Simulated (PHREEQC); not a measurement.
**Copper plating or etch bath: an equilibrium model**

Make-up at 22 °C: 0.055 mol Cu(BF4)2, 0.078 mol HBF4 and 0.096 mol H3BO3 per kg of water. Closed to the air; pH follows from the charge balance.

Equilibrium calculation in PHREEQC: ion-association model, wateq4f.dat.

This is a speciation only: nothing precipitates in the calculation.

**Question.** Estimate the pH.

**Answer.** pH 1.20.

**Question.** In which forms is B present?

**Answer.** BF4- 63 %, H3BO3 33 %, BF3OH- 3.5 %, BF2(OH)2- 0.7 % of the B.

Complexes and solids missing from the database can't appear. Real BF4- forms and hydrolyses slowly; the run takes it at equilibrium.
